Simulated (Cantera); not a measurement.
Cantera with NASA thermochemical tables; ideal gases at 1 bar, condensed phases pure. Values are per mole of reaction as written; species without (g) are pure solids or liquids, kept so even where they would boil at 1 bar.

Problem. Between 1450 and 1900 K, where is each reaction favourable under standard conditions?
- Fe + 5 CO(g) → Fe(CO)₅(g)

Solution. 
- Fe + 5 CO(g) → Fe(CO)₅(g): ΔG° is 640 kJ at 1450 K and 884 kJ at 1900 K; it stays positive (K < 1). ΔH° is -152 kJ and ΔS° -545 J/K at 1900 K.
